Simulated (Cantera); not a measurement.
What does this Cantera script print?

```python
import numpy as np
import cantera as ct

gas = ct.Solution("gri30.yaml")
gas.TPX = 1448, 1333, {'H2': 0.46, 'O2': 1}
reactor = ct.IdealGasConstPressureReactor(gas, energy="off", clone=False)
net = ct.ReactorNet([reactor])
net.rtol, net.atol = 1e-08, 1e-18
show = ['H2', 'O2', 'OH', 'H', 'HO2', 'O']
times = np.geomspace(0.0002, 100, 14)

steps = ct.SolutionArray(gas, extra=["t"])
rows = []
print(f"{'t/s':>10s}{'T/K':>9s}{'P/Pa':>11s}" + "".join(f"{s:>11s}" for s in show))
for t in times:
    while net.time < t:
        t_next = net.step()
        steps.append(gas.state, t=t_next)
    rows.append([np.interp(t, steps.t, y) for y in (steps.T, steps.P, *steps(*show).X.T)])
    print(f"{t:10.3e}{rows[-1][0]:9.1f}{rows[-1][1]:11.4g}" + "".join(f"{x:11.3e}" for x in rows[-1][2:]))
rate = np.gradient(steps.T, steps.t)
print("integrator steps:", len(steps.t))
if steps.T.max() > steps.T[0] + 200:
    print(f"time of steepest temperature rise: {steps.t[rate.argmax()]:.4e} s")
gas.TPX = 1448, 1333, {'H2': 0.46, 'O2': 1}
gas.equilibrate("TP")
print(f"equilibrium (TP): T = {gas.T:.1f} K  " + "  ".join(f"{s} {gas[s].X[0]:.3e}" for s in show))
```

It prints:

```
       t/s      T/K       P/Pa         H2         O2         OH          H        HO2          O
 2.000e-04   1448.0       1333  3.147e-01  6.847e-01  6.739e-05  1.765e-04  1.915e-06  8.214e-05
 5.488e-04   1448.0       1333  2.751e-02  5.114e-01  2.714e-02  1.120e-01  5.614e-06  1.034e-01
 1.506e-03   1448.0       1333  2.258e-02  5.115e-01  2.560e-02  1.042e-01  5.751e-06  1.051e-01
 4.132e-03   1448.0       1333  2.086e-02  5.256e-01  2.493e-02  8.683e-02  6.115e-06  9.241e-02
 1.134e-02   1448.0       1333  1.571e-02  5.575e-01  2.228e-02  5.003e-02  6.798e-06  6.323e-02
 3.111e-02   1448.0       1333  6.005e-03  6.012e-01  1.428e-02  1.031e-02  6.359e-06  2.192e-02
 8.537e-02   1448.0       1333  8.936e-04  6.212e-01  5.589e-03  5.637e-04  2.611e-06  3.165e-03
 2.343e-01   1448.0       1333  1.204e-04  6.248e-01  2.060e-03  2.774e-05  5.812e-07  4.252e-04
 6.428e-01   1448.0       1333  2.309e-05  6.256e-01  9.043e-04  2.337e-06  2.007e-07  8.170e-05
 1.764e+00   1448.0       1333  6.579e-06  6.258e-01  4.833e-04  3.567e-07  1.747e-07  2.333e-05
 4.840e+00   1448.0       1333  3.897e-06  6.259e-01  3.721e-04  1.630e-07  1.954e-07  1.382e-05
 1.328e+01   1448.0       1333  3.792e-06  6.259e-01  3.670e-04  1.565e-07  1.969e-07  1.345e-05
 3.644e+01   1448.0       1333  3.792e-06  6.259e-01  3.670e-04  1.565e-07  1.969e-07  1.345e-05
 1.000e+02   1448.0       1333  3.792e-06  6.259e-01  3.670e-04  1.565e-07  1.969e-07  1.345e-05
integrator steps: 1671
equilibrium (TP): T = 1448.0 K  H2 3.792e-06  O2 6.259e-01  OH 3.670e-04  H 1.565e-07  HO2 1.969e-07  O 1.345e-05
```

Computed with Cantera and GRI-Mech 3.0 (53 species, 325 reactions). Radical loss at walls, strong at low pressure, is not modelled. The temperature is held fixed by assumption; the heat of reaction is taken as removed at once.
